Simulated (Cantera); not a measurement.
Charge: 1 mol CH₃SiCl₃, 2.8 mol HCl, 27 mol H₂, 0.13 mol C₂H₂, equilibrated at 1898.15 K and 0.00310 bar.

Method: chemical equilibrium by Gibbs-energy minimisation in Cantera with the NASA 1993 tables (ideal gas, pure condensed phases). Candidate condensed phases: C, C₆H₆, C₇H₈, C₈H₁₈, Si, SiC; 109 gas species. The feed counts by its element totals alone. The tables' values for SiCl, SiCl₃ are old estimates; treat these amounts as uncertain. The numbers say what is thermodynamically allowed, not how fast it happens.

### Question
What is the equilibrium state?

### Answer
```json
{
 "x(H₂)": "0.815",
 "x(HCl)": "0.166",
 "x(H)": "0.0127",
 "x(SiCl₂)": "0.00338",
 "x(Cl)": "0.00195",
 "x(C₂H₂ (acetylene))": "0.000307",
 "x(Si)": "0.000146",
 "x(SiCl)": "7.46e-5",
 "x(SiCl₃)": "1.16e-5",
 "n(C(graphite))": "0.360 mol",
 "n(SiC(s))": "0.880 mol",
 "gas_amount": "33.18 mol",
 "log10 activity of Si(l) (absent)": "-1.43"
}
```
